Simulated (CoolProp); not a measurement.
R21 along the isobar 20400 kPa: Z from the reference equation and from simpler models built on Tc = 452.7 K, pc = 5289 kPa, ω = 0.206; each cubic takes its own stable root.

Values from CoolProp's reference Helmholtz-energy equation of state, Platzer 1990. This equation is an older, rougher fit; its heat capacities, sound speeds and derivatives of the liquid may be far off and weren't checked against measurements.

```tsv
T (K)	phase	reference	van der Waals	Redlich-Kwong	Peng-Robinson
380.8	liquid	0.5381	0.7842	0.5795	0.5069
390	liquid	0.5351	0.7745	0.5764	0.5049
399.2	liquid	0.5327	0.7656	0.5740	0.5039
408.4	liquid	0.5311	0.7574	0.5724	0.5037
417.7	liquid	0.5301	0.7499	0.5714	0.5044
426.9	liquid	0.5299	0.7432	0.5713	0.5061
436.1	liquid	0.5305	0.7371	0.5719	0.5087
445.3	liquid	0.5319	0.7316	0.5732	0.5124
454.6	supercritical	0.5342	0.7268	0.5753	0.5173
463.8	supercritical	0.5374	0.7226	0.5782	0.5232
473	supercritical	0.5416	0.7190	0.5819	0.5304
```
